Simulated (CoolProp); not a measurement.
Vapour-liquid equilibrium of n-butane (1) + n-decane (2) at 347.7 K; x and y are mole fractions of (1).

Computed with CoolProp (multi-fluid Helmholtz-energy mixture model, Bücker 2006 and Lemmon 2006; pair parameters Kunz 2012).

```csv
x,bubble pressure (kPa),y at the bubble point,dew pressure at overall composition x (kPa),liquid density (mol/L)
0.05,___,0.936,3.329,4.962
0.15,___,0.978,3.721,5.231
0.25,221.0,0.987,___,5.519
0.35,304.4,0.991,4.865,5.830
0.45,___,0.994,5.749,6.168
0.55,471.1,0.995,7.024,6.537
0.65,___,___,9.025,6.945
0.75,645.3,0.998,12.62,7.398
0.85,739.4,___,20.97,7.903
0.95,841.7,1.000,62.01,8.460
```

Problem. Fill in the missing entries.

Solution. 
- 0.05, bubble pressure (kPa): 48.60
- 0.15, bubble pressure (kPa): 136.2
- 0.25, dew pressure at overall composition x (kPa): 4.217
- 0.45, bubble pressure (kPa): 387.4
- 0.65, bubble pressure (kPa): 556.5
- 0.65, y at the bubble point: 0.997
- 0.85, y at the bubble point: 0.999

No azeotrope shows between x = 0.05 and 0.95.

The pair parameters rest on a limited set of measurements; away from them the model extrapolates. The gap from Raoult's law changes sign with composition, which may be real or a fault of the pair parameters; it wasn't checked against measurements.
